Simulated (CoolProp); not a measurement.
Vapour-liquid equilibrium of CF4 (R14) (1) + R13 (2) at 0.171 MPa; x and y are mole fractions of (1).

The numbers come from the multi-fluid Helmholtz-energy mixture model, Platzer 1990 and Platzer 1990; pair parameters Bell 2016 in CoolProp. This equation is an older, rougher fit; its heat capacities, sound speeds and derivatives of the liquid may be far off and weren't checked against measurements.

```tsv
x	bubble temperature (K)	y at the bubble point	dew temperature at overall composition x (K)	liquid density (mol/L)
0.05	192.2	0.409	201.1	14.59
0.2	175.1	?	197.7	15.43
0.35	167.0	0.906	193.9	?
0.5	162.3	0.946	189.3	16.42
0.65	158.9	0.968	183.6	16.83
0.8	156.2	0.983	175.7	17.21
0.95	153.8	0.996	161.7	?
```

Problem. Fill in the missing entries.

Solution. 
- 0.2, y at the bubble point: 0.810
- 0.35, liquid density (mol/L): 15.98
- 0.95, liquid density (mol/L): 17.60

No azeotrope shows between x = 0.05 and 0.95.

The pair parameters rest on a limited set of measurements; away from them the model extrapolates.
